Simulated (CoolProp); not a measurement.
A single-stage vapour-compression cycle with chlorine: evaporating at 271.15 K (dew point), condensing at 295.15 K (bubble point), superheat 10 K, subcooling 2 K, compressor efficiency 0.8, no pressure losses. Each further row changes one setting.

Model: reference Helmholtz-energy equation of state, Thol 2021, in CoolProp.

```json
[
 {"case": "as stated", "cooling COP": "8.09", "pressure ratio": "2.07", "discharge temperature (K)": "348.7", "refrigerating effect (kJ/kg)": "251", "volumetric capacity (kJ/m³)": "2780"},
 {"case": "evaporating temperature 276.15 K", "cooling COP": "[?]", "pressure ratio": "[?]", "discharge temperature (K)": "[?]", "refrigerating effect (kJ/kg)": "253", "volumetric capacity (kJ/m³)": "[?]"},
 {"case": "condensing temperature 290.15 K", "cooling COP": "10.4", "pressure ratio": "1.80", "discharge temperature (K)": "[?]", "refrigerating effect (kJ/kg)": "256", "volumetric capacity (kJ/m³)": "2830"},
 {"case": "subcooling 7 K", "cooling COP": "[?]", "pressure ratio": "2.07", "discharge temperature (K)": "348.7", "refrigerating effect (kJ/kg)": "256", "volumetric capacity (kJ/m³)": "2830"},
 {"case": "superheat 20 K", "cooling COP": "7.93", "pressure ratio": "2.07", "discharge temperature (K)": "360.8", "refrigerating effect (kJ/kg)": "256", "volumetric capacity (kJ/m³)": "2720"},
 {"case": "compressor efficiency 0.7", "cooling COP": "7.08", "pressure ratio": "2.07", "discharge temperature (K)": "[?]", "refrigerating effect (kJ/kg)": "251", "volumetric capacity (kJ/m³)": "2780"}
]
```

Task: Complete the blanks.

Result: 
- evaporating temperature 276.15 K, cooling COP: 10.6
- evaporating temperature 276.15 K, pressure ratio: 1.76
- evaporating temperature 276.15 K, discharge temperature (K): 338.4
- evaporating temperature 276.15 K, volumetric capacity (kJ/m³): 3260
- condensing temperature 290.15 K, discharge temperature (K): 334.8
- subcooling 7 K, cooling COP: 8.25
- compressor efficiency 0.7, discharge temperature (K): 356.8
